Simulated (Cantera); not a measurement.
Mixture: CH4 : C2H6 : C3H8 : O2 : N2 = 1 : 0.072 : 0.19 : 1.88 : 7.08 (molar parts), equivalence ratio 1.7, at 100000 Pa, adiabatic and at constant pressure. Ignition delay is the time to a rise of 400 K.

Model: GRI-Mech 3.0 (53 species, 325 reactions), integrated in Cantera. GRI-Mech 3.0 was tuned for natural gas; its chemistry of propane as a main component is partial and can be far from experiment.

Problem. What does this change do: 0.025 parts H2 added?

Solution. 
| quantity | before | after |
|---|---|---|
| delay at 1000 K | 0.224 s | 0.187 s |
| delay at 1100 K | 41.6 ms | 37.5 ms |
| delay at 1200 K | 7.33 ms | 6.93 ms |
| delay at 1300 K | 1.53 ms | 1.48 ms |
| apparent activation energy between 1250 and 1350 K | 200 kJ/mol | 200 kJ/mol |

Problem. What does this change do: pressure from 100000 Pa to 120000 Pa?

Solution. 
```csv
quantity,before,after
delay at 1000 K,0.224 s,0.189 s
delay at 1100 K,41.6 ms,36.5 ms
delay at 1200 K,7.33 ms,6.60 ms
delay at 1300 K,1.53 ms,1.38 ms
apparent activation energy between 1250 and 1350 K,200 kJ/mol,200 kJ/mol
```
